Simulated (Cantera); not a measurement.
Mixture: CH4 : H2 : O2 : N2 = 1 : 1.2 : 4.73 : 17.8 (molar parts), at 9.87 atm, adiabatic and at constant pressure. Ignition delay is the time to a rise of 400 K.

Computed with Cantera and GRI-Mech 3.0 (53 species, 325 reactions). Below about 1000 K GRI-Mech 3.0 lacks low-temperature oxidation paths.

What does this change do: N2 17.8 to 29 parts?


| quantity | before | after |
|---|---|---|
| delay at 973 K | 31.9 ms | 40.8 ms |
| delay at 1123 K | 0.945 ms | 1.31 ms |
| delay at 1273 K | 80.6 µs | 0.126 ms |
| delay at 1423 K | 22.5 µs | 35.4 µs |
| apparent activation energy between 1348 and 1498 K | 120 kJ/mol | 120 kJ/mol |

What does this change do: pressure from 9.87 atm to 30.6 atm?


```tsv
quantity	before	after
delay at 973 K	31.9 ms	17.8 ms
delay at 1123 K	0.945 ms	0.828 ms
delay at 1273 K	80.6 µs	75.4 µs
delay at 1423 K	22.5 µs	14.0 µs
apparent activation energy between 1348 and 1498 K	120 kJ/mol	150 kJ/mol
```
The pressure lies above the range GRI-Mech 3.0 was tuned for (to about 10 atm).
